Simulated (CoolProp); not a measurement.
The numbers come from the reference Helmholtz-energy equation of state, Lemmon 2005 in CoolProp. It is a short technical equation, of lower accuracy than the large ones.

Question: Give the vapour pressure (kPa), vapour density (kg/m³), enthalpy of vaporisation (kJ/kg) of saturated isobutene at -15.65, 45.45, 53.05 °C.

Answer: 
| T (°C) | p (kPa) | vapour density (kg/m³) | enthalpy of vaporisation (kJ/kg) |
|---|---|---|---|
| -15.65 | 71.3 | 1.93 | 400 |
| 45.45 | 543 | 13.2 | 335 |
| 53.05 | 659 | 16.0 | 325 |
